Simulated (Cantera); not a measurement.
## Ignition delay

Mixture: CH₄ : H₂ : O₂ : N₂ = 1 : 0.79 : 4.73 : 17.8 (molar parts), equivalence ratio 0.51, at 1000000 Pa, adiabatic and at constant pressure. Ignition delay is the time to a rise of 400 K.

Detailed kinetics in Cantera: GRI-Mech 3.0 (53 species, 325 reactions). Below about 1000 K GRI-Mech 3.0 lacks low-temperature oxidation paths.

| T0 (K) | delay (ms) |
|---|---|
| 973 | 34.4 |
| 1048 | 5.70 |
| 1123 | 1.11 |
| 1198 | 0.300 |
| 1273 | 0.120 |
| 1348 | 0.0610 |
| 1423 | 0.0350 |
| 1498 | 0.0216 |

```yaml
apparent activation energy between 1348 and 1498 K: 120 kJ/mol
```
